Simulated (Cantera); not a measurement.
Input (Python, Cantera):

```python
import numpy as np
import cantera as ct

gas = ct.Solution("gri30.yaml")
gas.TPX = 448, 400000, {'CH4': 1, 'O2': 1.54, 'N2': 5.78}
inlet = ct.Reservoir(gas, clone=True)
gas.equilibrate("HP")  # start burning
reactor = ct.IdealGasConstPressureReactor(gas, energy="on", clone=False)
exhaust = ct.Reservoir(gas, clone=True)
tau = [0.076, 0.033, 0.014, 0.0059, 0.0025, 0.0011, 0.00046, 0.0002, 8.3e-05, 3.6e-05, 1.5e-05, 6.5e-06][0]
for a, b in ((inlet, reactor), (reactor, exhaust)):
    ct.MassFlowController(a, b, mdot=lambda t: reactor.mass / tau)
net = ct.ReactorNet([reactor])
show = ['CH4', 'O2', 'CO', 'H2O2', 'NO2']

rows = []
print(f"{'tau/s':>10s}{'T/K':>9s}" + "".join(f"{s:>11s}" for s in show))
for tau in [0.076, 0.033, 0.014, 0.0059, 0.0025, 0.0011, 0.00046, 0.0002, 8.3e-05, 3.6e-05, 1.5e-05, 6.5e-06]:
    net.initial_time = 0.0
    net.advance(30 * tau)
    before = gas.X
    net.advance(40 * tau)
    drift = np.max(np.abs(gas.X - before) / (gas.X + 1e-9))
    rows.append([gas.T, *gas[show].X, drift])
    print(f"{tau:10.3e}{gas.T:9.1f}" + "".join(f"{x:11.3e}" for x in gas[show].X))
```

Result:

```
     tau/s      T/K        CH4         O2         CO       H2O2        NO2
 7.600e-02   2162.2  6.222e-05  5.859e-05  6.189e-02  5.833e-09  1.942e-09
 3.300e-02   2160.5  1.078e-04  1.132e-04  6.184e-02  8.918e-09  2.621e-09
 1.400e-02   2158.1  1.821e-04  2.232e-04  6.177e-02  1.488e-08  3.494e-09
 5.900e-03   2154.1  2.964e-04  4.398e-04  6.169e-02  2.660e-08  4.616e-09
 2.500e-03   2147.6  4.638e-04  8.540e-04  6.165e-02  4.960e-08  6.104e-09
 1.100e-03   2136.8  7.042e-04  1.604e-03  6.176e-02  9.261e-08  7.971e-09
 4.600e-04   2116.1  1.151e-03  3.208e-03  6.223e-02  1.868e-07  1.026e-08
 2.000e-04   2073.6  2.177e-03  6.913e-03  6.350e-02  4.122e-07  1.175e-08
 8.300e-05    448.0  1.202e-01  1.851e-01  1.076e-15  3.870e-19  4.618e-19
 3.600e-05    448.0  1.202e-01  1.851e-01 -3.990e-21 -1.436e-24 -1.713e-24
 1.500e-05    448.0  1.202e-01  1.851e-01 -2.520e-22 -9.068e-26 -1.082e-25
 6.500e-06    448.0  1.202e-01  1.851e-01 -1.592e-23 -5.728e-27 -6.837e-27
```

Cantera simulation using GRI-Mech 3.0 (53 species, 325 reactions); the numbers are that mechanism's predictions, not measurements.
